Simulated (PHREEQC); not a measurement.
Make-up at 70 °C: 35 mmol/kgw HF, 120 mmol/kgw NaF and 1.8 mmol/kgw H2SiF6. Closed to the air; pH follows from the charge balance.

Equilibrium calculation in PHREEQC: ion-association model, phreeqc.dat.

Each row changes one thing in this solution. This is a speciation only: nothing precipitates in the calculation.

```csv
case,pH,ionic strength (mol/kgw),Na+ (mol/kgw),F- (mol/kgw),HF (mol/kgw),HF2- (mol/kgw)
as made,3.99,0.118,0.116,0.101,0.0267,0.0118
H2SiF6 left out,4.05,0.116,0.116,0.105,0.0239,0.0110
H2SiF6 from 0.0018 to 0.00162 mol/kgw,3.99,0.118,0.116,0.102,0.0264,0.0117
temperature from 70 to 15 °C,3.53,0.118,0.116,0.103,0.0281,0.0101
0.011 mol/kgw CdSO4 added,3.96,0.147,0.115,0.0988,0.0268,0.0115
temperature from 70 to 5 °C,3.45,0.118,0.116,0.104,0.0289,0.00929
diluted 2-fold with water,3.98,0.0599,0.0589,0.0536,0.0155,0.00364
temperature from 70 to 30 °C,3.65,0.118,0.116,0.102,0.0273,0.0110
diluted 5-fold with water,3.99,0.0243,0.0238,0.0225,0.00692,0.000682
```

Constants without temperature data keep their 25 °C values here. SiF6-2 is the database's only silicon fluoride.
